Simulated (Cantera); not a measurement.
Charge: 1 mol (CH₃)₂SiCl₂, 0.02 mol HCl, 9.6 mol H₂, held at 0.00360 bar.

These are equilibrium values from Cantera (NASA tables, ideal gas, pure condensed phases), not measurements of a reactor. Candidate condensed phases: C, C₆H₆, C₇H₈, C₈H₁₈, Si, SiC; 109 gas species. The feed counts by its element totals alone. Equilibrium is a limit: real reactors are often held back by kinetics, nucleation or transport.

Over these rows the condensed part is C(graphite) + SiC(s). Partial pressures as log10 of bar:

| T (K) | 1000/T (1/K) | log p SiCl₄ | log p H₂ | log p HCl |
|---|---|---|---|---|
| 1250 | 0.8000 | -6.98 | -2.51 | -3.27 |
| 1300 | 0.7692 | -7.31 | -2.51 | -3.27 |
| 1350 | 0.7407 | ? | -2.51 | -3.27 |
| 1400 | 0.7143 | -7.90 | -2.51 | -3.27 |
| 1450 | 0.6897 | -8.17 | -2.51 | -3.28 |
| 1500 | 0.6667 | -8.42 | -2.51 | -3.28 |

Q: Fit log p(SiCl₄) = a + b·(1000/T) to the five rows, give the apparent enthalpy, and predict the row at 1350 K.

A: Means: 1000/T = 0.7280, log p = -7.756. Sxy = 0.132779, Sxx = 0.0122937, so b = 10.80 and a = -7.756 − (10.80)×0.7280 = -15.62.
Apparent enthalpy: −19.145 × (10.80) = -207 kJ/mol. With the condensed phases at unit activity, SiC(s) + 4 HCl(g) = SiCl₄(g) + C(graphite) + 2 H₂(g) links this pressure to the main gases: over the six rows their terms move log p by -0.04 in all, so the slope is close to that reaction's ΔH°. The five rows lie within 0.01 of the line.
Prediction at 1350 K: -15.62 + (10.80)×0.7407 = -7.62. The computed value is -7.62, 0.00 from the line.
